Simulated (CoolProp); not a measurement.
Properties of acetone along the isotherm 363.7 K (Tc = 508.1 K, pc = 4.692 MPa, ω = 0.307).

Computed with CoolProp (reference Helmholtz-energy equation of state, Lemmon 2006). It is a short technical equation, of lower accuracy than the large ones.

```csv
p (MPa),phase,Z,speed of sound (m/s),fugacity coefficient
0.541,liquid,0.01470,869.8,0.4917
1.08,liquid,0.02931,875.4,0.2500
1.62,liquid,0.04390,(withheld),0.1691
2.17,liquid,(withheld),886.5,0.1281
2.71,liquid,0.07324,891.8,0.1041
3.25,liquid,0.08772,897.1,0.08808
3.79,liquid,0.1022,(withheld),0.07664
4.33,liquid,(withheld),907.5,0.06807
4.87,liquid,0.1309,912.6,0.06141
5.41,liquid,0.1453,917.6,0.05608
5.96,liquid,0.1598,922.7,0.05167
6.5,liquid,0.1741,927.6,0.04806
7.04,liquid,0.1883,932.4,0.04502
```

### Question
Complete the blanks.

### Answer

- 1.62, speed of sound (m/s): 880.9
- 2.17, Z: 0.05872
- 3.79, speed of sound (m/s): 902.3
- 4.33, Z: 0.1166
